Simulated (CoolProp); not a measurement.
Vapour-liquid equilibrium of dimethyl ether (1) + n-butane (2) at 0.285 bar; x and y are mole fractions of (1).

Values from CoolProp's multi-fluid Helmholtz-energy mixture model, Wu 2011 and Bücker 2006; pair parameters Bell 2016.

### Question
Give the bubble temperature and the first vapour's composition at x = 0.125, 0.5, 0.725. Is there an azeotrope?

### Answer
x = 0.125: -37.7 °C, y = 0.407; x = 0.5: -46.6 °C, y = 0.756; x = 0.725: -48.8 °C, y = 0.851. No azeotrope shows between x = 0.05 and 0.95.

Pair parameters are fitted to limited data, so mixtures are less certain than the pure fluids.
